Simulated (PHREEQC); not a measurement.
Solution (40 °C): 1.9 mol HNO3, 0.053 mol CuSO4 and 0.058 mol MnSO4 per kg of water. Closed to the air; pH follows from the charge balance.

The numbers come from PHREEQC with the ion-association model, wateq4f.dat.

| quantity | before | after |
|---|---|---|
| pH | -0.11 | -0.12 |
| ionic strength (mol/kgw) | 2.08 | 2.08 |
| HSO4- (mol/kgw) | 0.107 | 0.104 |
| Mn(NO3)2 (mol/kgw) | 0.0143 | 0.0168 |
| SO4-2 (mol/kgw) | 0.00329 | 0.00615 |

Task: Which change was made?
A. CuSO4 replaced by NaHSO4 at the same molality
B. diluted 10-fold with water
C. temperature from 40 to 20 °C
D. MnSO4 from 0.058 to 0.029 mol/kgw
E. temperature from 40 to 5 °C

Result: E, temperature from 40 to 5 °C

Precipitation was switched off in this run. The ionic strength passes 0.7 mol/kgw, the rough limit of the ion-association models, in every such run. Away from 25 °C the constants follow the database's enthalpies or fits; those with neither stay at their 25 °C values.
